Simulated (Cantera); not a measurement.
A counterflow diffusion flame at 975 Torr, nozzles 20 mm apart: fuel side 100 % CH₄ at 575 K, oxidiser side 28.0 % O₂, 72.0 % N₂ at 400 K, fuel mass flux 0.64 times the oxidiser's; mixture-averaged transport, no radiation.

Cantera simulation using GRI-Mech 3.0 (53 species, 325 reactions); the numbers are that mechanism's predictions, not measurements. GRI-Mech 3.0 has no aromatics or soot, which form on the fuel side of real flames. The maximum strain rate includes the flame's own expansion and is several times the mean.

x: mole fraction; the columns are a selection and need not sum to one.

```csv
oxidiser flux (kg/m²/s),max strain (1/s),mean strain (1/s),T max (K),peak x OH,peak x H,peak x NO,peak x CO,peak x C₂H₂
0.33,203,38.7,2405,0.0146,0.00578,0.000680,0.0936,0.0229
0.47,?,55.1,2376,0.0146,0.00604,?,0.0912,0.0223
0.67,376,78.6,2352,0.0146,0.00632,0.000520,0.0889,0.0215
0.95,513,111,2336,0.0147,0.00664,0.000469,0.0870,0.0207
1.4,725,164,2319,0.0147,0.00697,0.000415,0.0849,0.0197
2,?,235,2303,0.0145,0.00724,?,0.0831,0.0187
2.8,1350,328,2287,0.0143,0.00747,0.000321,0.0816,0.0177
```

**Question.** What belongs in the gaps?

**Answer.** 
- 0.47, max strain (1/s): 275
- 0.47, peak x NO: 0.000588
- 2, max strain (1/s): 998
- 2, peak x NO: 0.000367
